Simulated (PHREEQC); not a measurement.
0.012 g of hydrous ferric oxide (600 m²/g; 0.2 weak and 0.005 strong sites per Fe, Dzombak-Morel constants, diffuse double layer) in 1 kg of water with 0.3 mol/kgw of an inert sodium salt and 3.6e-08 mol/kgw NiCl2, at 25 °C; the pH is set by adding NaOH or the inert anion's acid. Oxygen alone is held at its pressure in air (log pO2 = -0.68). CO2 from the air is kept out. No solid was allowed to form.

Model: ion-association model, wateq4f.dat, run in PHREEQC.

```
pH    Ni sorbed (%)  surface charge σ (C/m²)  surface potential ψ (mV)
----  -------------  -----------------------  ------------------------
3               0.0                    0.368                       126
3.5             0.0                    0.363                       125
4               0.0                    0.349                       123
4.5             0.0                      ___                       118
5               0.0                    0.269                       110
5.5             0.1                    0.210                        98
6               1.1                    0.154                        83
6.5             7.2                    0.106                        65
7               ___                    0.066                        46
7.5            80.0                    0.034                        26
8               ___                    0.006                       ___
8.5             ___                   -0.021                       ___
9              99.9                   -0.051                       -37
9.5           100.0                   -0.087                       ___
10            100.0                   -0.131                       -75
10.5          100.0                      ___                       -91
11             99.9                   -0.243                      -105
```

**Question.** Complete the blanks.

**Answer.** 
- 4.5, surface charge σ (C/m²): 0.318
- 7, Ni sorbed (%): 35.8
- 8, Ni sorbed (%): 96.7
- 8, surface potential ψ (mV): 5
- 8.5, Ni sorbed (%): 99.5
- 8.5, surface potential ψ (mV): -17
- 9.5, surface potential ψ (mV): -57
- 10.5, surface charge σ (C/m²): -0.184

The oxide is taken as insoluble; below pH 4 it would dissolve.
